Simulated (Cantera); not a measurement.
What does this Cantera script print?

```python
import numpy as np
import cantera as ct

gas_names = """
    C CN CO CO2 C2 CCN CNC C2N2 C2O C3 C3O2 C4 C4N2 C5 N NCO NO NO2 NO3 N2 N2O O O2 O3 Si SiC SiC2 SiN
    SiO SiO2 Si2 Si2C Si2N Si3
""".split()
cond_names = """
    C(gr) Si(cr) Si(L) SiC(b) SiO2(Lqz) SiO2(hqz) SiO2(L) Si2N2O(s) Si3N4(a)
""".split()


# ... load() reads the species with a 1 bar reference pressure and builds the phases ...
atoms = {
    'SiC': {'Si': 1, 'C': 1},
    'O2': {'O': 2},
    'N2': {'N': 2},
}
top_T = {'C(gr)': 4500, 'SiC(b)': 3050, 'Si2N2O(s)': 2100, 'Si3N4(a)': 2400}  # K; cautious upper limits of use, not melting points


# ... equilibrate(T, P, feed) seeds the gas with the atoms and calls Mixture.equilibrate('TP', solver="vcs", rtol=1e-11, max_steps=5000) ...
results = []
feed = {'SiC': 1, 'O2': 0.068, 'N2': 310}  # mol
T = 1573  # K
P = 1333.22  # Pa
mix = equilibrate(T, P, feed)
results.append((T, P, feed, dict(zip(mix.species_names, mix.species_moles))))
x = sorted(zip(gas.X, gas.species_names), reverse=True)
print(f"T = {T:g} K  P = {P:g} Pa  gas = {mix.phase_moles(0):.4g} mol")
print("   x: " + "  ".join(f"{s} {v:.3e}" for v, s in x if v > 1e-05))
print("   condensed (mol): " + ("  ".join(f"{mix.phase(i).name} {mix.phase_moles(i):.4g}"
      for i in range(1, mix.n_phases) if mix.phase_moles(i) > 1e-12) or "none"))
```

It prints:

```
T = 1573 K  P = 1333.22 Pa  gas = 310.1 mol
   x: N2 9.996e-01  CO 4.000e-04  SiO 3.860e-05
   condensed (mol): SiC(b) 0.876  Si3N4(a) 0.03733
```

Equilibrium computed with Cantera from the NASA thermochemical tables; the gas is ideal and each condensed phase is pure. Mutual solubility and eutectic melting of coexisting phases are not modelled.
